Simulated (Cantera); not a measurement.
## Ammonia decomposition in nitride growth gas

An isothermal, constant-pressure homogeneous reactor starts with NH3 : H2 = 1 : 0.36 (molar parts), at 1700 K and 0.0267 bar.

Model: the gas-phase N/H chemistry of the illustrative SiF4/NH3 mechanism in the Surface Chemkin manual (1991), integrated in Cantera. Walls and surfaces, which speed up NH3 decomposition in real reactors, are not modelled.

```json
[
 {"t (s)": "2.00e-5", "x NH3": "0.735", "x H2": "0.265", "x H": "3.44e-8", "x NH2": "1.41e-7", "x N2": "<1e-12", "x NH": "<1e-12", "x N2H4": "<1e-12"},
 {"t (s)": "5.92e-5", "x NH3": "0.735", "x H2": "0.265", "x H": "7.72e-8", "x NH2": "4.42e-7", "x N2": "<1e-12", "x NH": "2.49e-12", "x N2H4": "<1e-12"},
 {"t (s)": "0.000175", "x NH3": "0.735", "x H2": "0.265", "x H": "2.04e-7", "x NH2": "1.33e-6", "x N2": "<1e-12", "x NH": "3.69e-11", "x N2H4": "<1e-12"},
 {"t (s)": "0.000520", "x NH3": "0.735", "x H2": "0.265", "x H": "5.79e-7", "x NH2": "3.97e-6", "x N2": "5.72e-11", "x NH": "4.28e-10", "x N2H4": "3.07e-12"},
 {"t (s)": "0.00154", "x NH3": "0.735", "x H2": "0.265", "x H": "1.69e-6", "x NH2": "1.18e-5", "x N2": "3.92e-9", "x NH": "4.15e-9", "x N2H4": "2.95e-11"},
 {"t (s)": "0.00456", "x NH3": "0.735", "x H2": "0.265", "x H": "4.96e-6", "x NH2": "3.48e-5", "x N2": "1.60e-7", "x NH": "3.72e-8", "x N2H4": "2.66e-10"},
 {"t (s)": "0.0135", "x NH3": "0.735", "x H2": "0.265", "x H": "1.45e-5", "x NH2": "0.000102", "x N2": "5.35e-6", "x NH": "3.11e-7", "x N2H4": "2.28e-9"},
 {"t (s)": "0.0400", "x NH3": "0.734", "x H2": "0.265", "x H": "3.35e-5", "x NH2": "0.000235", "x N2": "0.000142", "x NH": "1.58e-6", "x N2H4": "1.22e-8"},
 {"t (s)": "0.118", "x NH3": "0.731", "x H2": "0.267", "x H": "3.83e-5", "x NH2": "0.000265", "x N2": "0.00106", "x NH": "2.00e-6", "x N2H4": "1.56e-8"},
 {"t (s)": "0.351", "x NH3": "0.721", "x H2": "0.274", "x H": "3.95e-5", "x NH2": "0.000263", "x N2": "0.00387", "x NH": "1.99e-6", "x N2H4": "1.53e-8"},
 {"t (s)": "1.04", "x NH3": "0.694", "x H2": "0.294", "x H": "4.29e-5", "x NH2": "0.000256", "x N2": "0.0119", "x NH": "1.98e-6", "x N2H4": "1.45e-8"},
 {"t (s)": "3.08", "x NH3": "0.620", "x H2": "0.346", "x H": "5.24e-5", "x NH2": "0.000238", "x N2": "0.0330", "x NH": "1.95e-6", "x N2H4": "1.25e-8"},
 {"t (s)": "9.12", "x NH3": "0.460", "x H2": "0.461", "x H": "7.69e-5", "x NH2": "0.000194", "x N2": "0.0793", "x NH": "1.81e-6", "x N2H4": "8.36e-9"},
 {"t (s)": "27.0", "x NH3": "0.227", "x H2": "0.626", "x H": "0.000130", "x NH2": "0.000120", "x N2": "0.146", "x NH": "1.43e-6", "x N2H4": "3.17e-9"},
 {"t (s)": "80.0", "x NH3": "0.0550", "x H2": "0.749", "x H": "0.000236", "x NH2": "4.39e-5", "x N2": "0.196", "x NH": "8.09e-7", "x N2H4": "4.25e-10"}
]
```
x: mole fraction; the columns are a selection and need not sum to one.

Equilibrium at this temperature and pressure: NH3 3.09e-7, H2 0.787, H 0.000806, NH2 8.02e-10, N2 0.212, NH 4.84e-11, N2H4 <1e-12 (gas phase only).
